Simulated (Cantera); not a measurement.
**Thermodynamics of silicon carbide growth, feed (CH3)2SiCl2 + HCl + H2**

Feed: 1 mol (CH3)2SiCl2, 0.42 mol HCl, 22 mol H2, equilibrated at 1.00 bar.

Cantera equilibrium calculation (NASA polynomials, part measured and part estimated; ideal gas, pure solids and liquids). Candidate condensed phases: C, C6H6, C7H8, C8H18, Si, SiC; 109 gas species. The feed counts by its element totals alone. The tables' values for SiCl, SiCl3 are old estimates; treat these amounts as uncertain. Gases not in the tables: Si2H6 and higher silanes. Equilibrium is a limit: real reactors are often held back by kinetics, nucleation or transport.

| T (K) | x H2 | x HCl | x H | x C2H2 (acetylene) | x CH4 | x SiCl2 | n C(graphite) | n SiC(s) |
|---|---|---|---|---|---|---|---|---|
| 1300 | 0.903 | 0.0894 | 1.05e-6 | 5.20e-7 | 0.00642 | 6.99e-5 | 0.853 | 0.979 |
| 1400 | 0.905 | 0.0907 | 4.63e-6 | 2.28e-6 | 0.00354 | 0.000129 | 0.917 | 0.989 |
| 1500 | 0.907 | 0.0909 | 1.68e-5 | 8.18e-6 | 0.00211 | 0.000213 | 0.953 | 0.991 |
| 1600 | 0.907 | 0.0908 | 5.18e-5 | 2.50e-5 | 0.00134 | 0.000329 | 0.974 | 0.989 |
| 1700 | 0.908 | 0.0905 | 0.000140 | 6.66e-5 | 0.000903 | 0.000480 | 0.987 | 0.986 |
| 1800 | 0.908 | 0.0902 | 0.000341 | 0.000159 | 0.000634 | 0.000667 | 0.993 | 0.981 |
| 1900 | 0.908 | 0.0897 | 0.000756 | 0.000347 | 0.000463 | 0.000890 | 0.994 | 0.975 |
| 2000 | 0.907 | 0.0891 | 0.00155 | 0.000697 | 0.000349 | 0.00115 | 0.985 | 0.968 |
| 2100 | 0.905 | 0.0883 | 0.00296 | 0.00131 | 0.000270 | 0.00144 | 0.963 | 0.960 |
| 2200 | 0.902 | 0.0874 | 0.00535 | 0.00231 | 0.000214 | 0.00175 | 0.921 | 0.949 |
| 2300 | 0.897 | 0.0862 | 0.00917 | 0.00388 | 0.000172 | 0.00208 | 0.852 | 0.934 |
| 2400 | 0.889 | 0.0847 | 0.0150 | 0.00620 | 0.000141 | 0.00242 | 0.749 | 0.907 |
| 2500 | 0.877 | 0.0827 | 0.0235 | 0.00949 | 0.000115 | 0.00275 | 0.606 | 0.853 |
| 2600 | 0.858 | 0.0801 | 0.0356 | 0.0139 | 9.47e-5 | 0.00306 | 0.426 | 0.731 |
x: gas mole fraction; n: condensed amount in mol.

From 1300 K to 2600 K the condensed part is C(graphite) + SiC(s). The main Si-bearing gas is SiCl4 at 1300 K and SiCl2 at 2600 K. The share of Si in condensed phases is highest at 1500 K (99.1 %) and lowest at 2600 K (73.1 %).
